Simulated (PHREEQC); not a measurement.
Solution (25 °C): 83 mmol/kgw NaHCO3, 4 mmol/kgw NaOH and 0.21 mmol/kgw NaCl. Closed to the air; pH follows from the charge balance.

Model: ion-association model, phreeqc.dat, run in PHREEQC.

Q: The ionic strength comes out as 0.0860 mol/kgw. What activity coefficients do CO3-2, Cl-, HCO3-, Na+, NaCO3- get?

A: CO3-2 0.40, Cl- 0.78, HCO3- 0.80, Na+ 0.79, NaCO3- 0.79.

No solid was allowed to form.
